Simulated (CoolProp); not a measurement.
A simple Rankine cycle with R1224YDZ: condensing at 325.15 K, boiler at 1.02 MPa, turbine inlet 369.2 K, turbine efficiency 0.8, pump efficiency 0.7, no recuperator. Each further row changes one setting.

Model: reference Helmholtz-energy equation of state, Akasaka 2023, in CoolProp.

```csv
case,thermal efficiency (%),net work (kJ/kg),heat in (kJ/kg),turbine exit temperature (K),volume ratio over the turbine
as stated,?,13.6,177,340.2,3.13
turbine inlet 389.2 K,7.6,15.0,?,361.9,3.04
condensing temperature 317.15 K,9.0,16.8,?,334.8,3.98
boiler pressure 0.714 MPa,5.3,?,?,351.6,2.08
turbine efficiency 0.7,6.6,11.8,177,342.2,3.16
```

**Question.** Fill in the missing entries.

**Answer.** 
- as stated, thermal efficiency (%): 7.7
- turbine inlet 389.2 K, heat in (kJ/kg): 199
- condensing temperature 317.15 K, heat in (kJ/kg): 187
- boiler pressure 0.714 MPa, net work (kJ/kg): 9.78
- boiler pressure 0.714 MPa, heat in (kJ/kg): 184
